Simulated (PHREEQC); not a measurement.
Make-up at 20 °C: 0.023 mol KOH, 0.31 mol Cd(NO3)2 and 0.00047 mol HBr per kg of water. Closed to the air; pH follows from the charge balance.

The numbers come from PHREEQC with the ion-association model, wateq4f.dat.

Each row changes one thing in this solution. This is a speciation only: nothing precipitates in the calculation.

| case | pH | ionic strength (mol/kgw) | Br- (mol/kgw) |
|---|---|---|---|
| as made | 9.06 | 0.785 | 4.34e-5 |
| HBr from 0.00047 to 0.000235 mol/kgw | 9.06 | 0.785 | 2.17e-5 |
| diluted 2-fold with water | 9.15 | 0.421 | 3.96e-5 |
| Cd(NO3)2 left out | 12.46 | 0.0230 | 0.000470 |
| KOH from 0.023 to 0.0046 mol/kgw | 8.24 | 0.761 | 3.96e-5 |

The ionic strength passes 0.7 mol/kgw, the rough limit of the ion-association models, in as made; HBr from 0.00047 to 0.000235 mol/kgw; KOH from 0.023 to 0.0046 mol/kgw. Some of these states are supersaturated (in Cd(OH)2, for instance).
